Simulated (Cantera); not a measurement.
Source: NASA polynomial tables (part measured, part estimated), evaluated in Cantera. Values are per mole of reaction as written; species without (g) are pure solids or liquids, kept so even where they would boil at 1 bar.

Cl(g) + TiCl₃(g) → TiCl₄(g), with ΔH° = -345.1 kJ and ΔS° = -127.2 J/K at 300 K.

Q: How far is the shortcut ΔG° ≈ ΔH°(300 K) − T·ΔS°(300 K) from the full temperature-dependent value at 350, 400, 450, 500, 550, 600, 650, 700, 750, 800 K?

A: 
```csv
T (K),shortcut (kJ),full (kJ),difference (kJ),difference in log10 K
350,-300.6,-300.6,0.0,0.00
400,-294.3,-294.3,0.0,0.00
450,-287.9,-287.9,0.0,0.00
500,-281.6,-281.6,0.0,0.00
550,-275.2,-275.2,0.0,0.00
600,-268.9,-268.8,0.0,0.00
650,-262.5,-262.4,-0.1,0.00
700,-256.1,-256.1,-0.1,0.01
750,-249.8,-249.7,-0.1,0.01
800,-243.4,-243.3,-0.2,0.01
```
The shortcut ignores the heat-capacity change of the reaction.
